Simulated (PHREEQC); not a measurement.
Synthetic water in mmol/kgw, 25 °C, pH 6.78, pe 8.6:

| constituent | mmol/kgw |
|---|---|
| Na | 0.0369 |
| K | 0.00128 |
| Ca | 0.257 |
| Mg | 0.0165 |
| Cl | 0.0416 |
| S(6) | 0.0575 |
| Alkalinity (meq/kgw) | 0.415 |
| Br | 0.00372 |
| Cu(2) | 0.015 |

Valence states are taken as typed.

Model: ion-association model, wateq4f.dat, run in PHREEQC.

Precipitation was switched off in this run.

Q: Order these Cu species by the share of Cu that they hold, largest first: Cu+2, CuHCO3+, Cu(OH)2, CuCO3, CuOH+.

A: Cu+2 (41 %), Cu(OH)2 (27 %), CuCO3 (21 %), CuHCO3+ (7.2 %), CuOH+ (2.2 %)

The pH is 6.78 and the ionic strength 0.000905 mol/kgw. Examples of supersaturated solids here: Malachite, Tenorite (slow to form). Others may be too. Species that the database lacks are ignored. The database's constant for dissolved Cu(OH)2 is higher than later reviews accept.
